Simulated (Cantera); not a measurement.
**Low-pressure radical oxidation in H2/O2**

A perfectly stirred reactor is fed with 1.66 % H₂, 97.4 % O₂, 0.974 % H₂O, equivalence ratio 0.0085, at 20.0 Torr; it is held at 1348 K, and followed from long to short residence time.

Model: GRI-Mech 3.0 (53 species, 325 reactions), integrated in Cantera. Radical loss at walls, strong at low pressure, is not modelled.

| τ (s) | x H₂ | x O₂ | x H₂O | x H | x O |
|---|---|---|---|---|---|
| 18 | 6.00e-6 | 0.973 | 0.0263 | 2.01e-6 | 0.000210 |
| 4.7 | 1.39e-5 | 0.973 | 0.0262 | 7.59e-6 | 0.000510 |
| 1.2 | 3.20e-5 | 0.972 | 0.0261 | 2.83e-5 | 0.00123 |
| 0.32 | 6.99e-5 | 0.970 | 0.0258 | 9.40e-5 | 0.00272 |
| 0.084 | 0.000149 | 0.967 | 0.0253 | 0.000269 | 0.00545 |
| 0.022 | 0.000317 | 0.963 | 0.0247 | 0.000581 | 0.00886 |
| 0.0057 | 0.000766 | 0.961 | 0.0238 | 0.000904 | 0.0110 |
| 0.0015 | 0.00216 | 0.961 | 0.0220 | 0.00112 | 0.0105 |
| 0.00039 | 0.00644 | 0.965 | 0.0178 | 0.000969 | 0.00690 |
x: mole fraction; the columns are a selection and need not sum to one.
